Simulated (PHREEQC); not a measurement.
A solution holds 4 mmol/kgw Cu(NO3)2, at 25 °C. Closed to the air; pH follows from the charge balance.

All values are PHREEQC results (ion-association model, wateq4f.dat), not measurements.

- pH: 4.97
- ionic strength: 0.0120 mol/kgw

```tsv
species	molality	activity	log γ
NO3-	0.00800	0.00712	-0.050
Cu+2	0.00399	0.00261	-0.184
H+	1.18e-5	1.07e-5	-0.042
Cu2(OH)2+2	4.07e-6	2.60e-6	-0.194
CuOH+	2.73e-6	2.44e-6	-0.049
Cu(OH)2	4.74e-7	4.75e-7	0.001
OH-	1.05e-9	9.34e-10	-0.050
```

No solid was allowed to form.
